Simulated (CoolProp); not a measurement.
A single-stage vapour-compression cycle with C2F6 (R116): evaporating at 243.15 K (dew point), condensing at 266.15 K (bubble point), superheat 0 K, subcooling 8 K, compressor efficiency 0.6, no pressure losses. Each further row changes one setting.

Computed with CoolProp (reference Helmholtz-energy equation of state, Lemmon 2006). It is a short technical equation, of lower accuracy than the large ones.

```tsv
case	cooling COP	pressure ratio	discharge temperature (K)	refrigerating effect (kJ/kg)	volumetric capacity (kJ/m³)
as stated	5.53	2.00	271.7	73.8	4730
evaporating temperature 248.15 K	7.46	?	270.5	75.8	?
condensing temperature 261.15 K	?	?	?	79.7	5110
subcooling 13 K	5.97	2.00	271.7	79.8	5110
superheat 10 K	5.62	2.00	281.4	81.9	4860
compressor efficiency 0.5	?	2.00	274.4	73.8	4730
```

**Question.** Some entries are withheld; supply them.

**Answer.** 
- evaporating temperature 248.15 K, pressure ratio: 1.70
- evaporating temperature 248.15 K, volumetric capacity (kJ/m³): 5760
- condensing temperature 261.15 K, cooling COP: 7.43
- condensing temperature 261.15 K, pressure ratio: 1.74
- condensing temperature 261.15 K, discharge temperature (K): 265.6
- compressor efficiency 0.5, cooling COP: 4.61
